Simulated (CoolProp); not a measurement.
Saturation properties of nitrous oxide (Tc = 36.4 °C, pc = 7.245 MPa, ω = 0.161).

Computed with CoolProp (reference Helmholtz-energy equation of state, Lemmon 2006). It is a short technical equation, of lower accuracy than the large ones.

```
T (°C)  p (MPa)  liquid density (kg/m³)  vapour density (kg/m³)  enthalpy of vaporisation (kJ/kg)  liquid cp (kJ/(kg K))
------  -------  ----------------------  ----------------------  --------------------------------  ---------------------
-80.65   0.1582                    1207                   4.513                             365.3                  1.726
-77.65   0.1857                       …                       …                             361.8                  1.730
-74.75   0.2156                    1189                   6.024                             358.3                  1.734
-71.85   0.2492                       …                   6.896                             354.8                  1.739
-68.95   0.2866                    1171                   7.862                             351.2                      …
-66.05   0.3282                    1162                   8.929                             347.6                  1.751
-63.15   0.3743                    1153                   10.10                             343.8                  1.758
-60.25   0.4251                       …                   11.40                             340.0                  1.766
-57.35   0.4810                    1134                   12.81                                 …                  1.775
-54.45   0.5423                    1125                   14.36                             332.2                  1.784
```

**Question.** What belongs in the gaps?

**Answer.** 
- -77.65, liquid density (kg/m³): 1198
- -77.65, vapour density (kg/m³): 5.239
- -71.85, liquid density (kg/m³): 1180
- -68.95, liquid cp (kJ/(kg K)): 1.745
- -60.25, liquid density (kg/m³): 1144
- -57.35, enthalpy of vaporisation (kJ/kg): 336.2

It boils at -88.5 °C under 1 atm.
